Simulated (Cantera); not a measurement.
A perfectly stirred reactor is fed with CH4 : H2 : O2 : N2 = 1 : 0.13 : 4.92 : 18.5 (molar parts), equivalence ratio 0.42, at 0.320 bar; it is adiabatic with a 350 K inlet, and is followed from long to short residence time, starting on the burning branch (τ in s: 0.024, 0.012, 0.0055, 0.0026, 0.0013, 0.0006, 0.00028, 0.00014, 6.4e-05, 3.1e-05).

Detailed kinetics in Cantera: GRI-Mech 3.0 (53 species, 325 reactions).

x: mole fraction; the columns are a selection and need not sum to one.

```csv
τ (s),T (K),x CH4,x H2,x O2,x CH2CO,x HCN
0.024,1336,0.000164,0.000328,0.118,___,8.06e-10
0.012,1318,0.000276,0.000530,0.118,___,1.40e-9
0.0055,1281,0.000568,0.000955,0.121,___,2.69e-9
0.0026,350,0.0407,0.00530,0.200,<1e-12,<1e-12
0.0013,350,0.0407,0.00530,0.200,<1e-12,<1e-12
0.00060,350,0.0407,0.00530,0.200,<1e-12,<1e-12
0.00028,350,0.0407,0.00530,0.200,<1e-12,<1e-12
0.00014,350,0.0407,0.00530,0.200,<1e-12,<1e-12
6.4e-5,350,0.0407,0.00530,0.200,<1e-12,<1e-12
3.1e-5,350,0.0407,0.00530,0.200,<1e-12,<1e-12
```

Problem. Some entries are withheld; supply them.

Solution. 
- 0.024, x CH2CO: 1.65e-8
- 0.012, x CH2CO: 2.80e-8
- 0.0055, x CH2CO: 6.96e-8
